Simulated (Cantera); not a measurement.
## Silicon carbide growth: SiCl4 + CH4 + H2

A closed system holds: 1 mol SiCl4, 0.013 mol CH4, 1000 mol H2, at 877 °C and 0.00120 bar.

These are equilibrium values from Cantera (NASA tables, ideal gas, pure condensed phases), not measurements of a reactor. Candidate condensed phases: C, C6H6, C7H8, C8H18, Si, SiC; 109 gas species. Mutual solubility and eutectic melting of coexisting phases are not modelled. Equilibrium is a limit: real reactors are often held back by kinetics, nucleation or transport.

```json
{
 "x(H2)": "0.996",
 "x(HCl)": "0.00392",
 "x(SiCl2)": "3.40e-5",
 "x(H)": "2.15e-6",
 "n(Si(s))": "0.953 mol",
 "n(SiC(s))": "0.0130 mol",
 "gas_amount": "1002 mol",
 "log10 activity of C(graphite) (absent)": "-2.91"
}
```
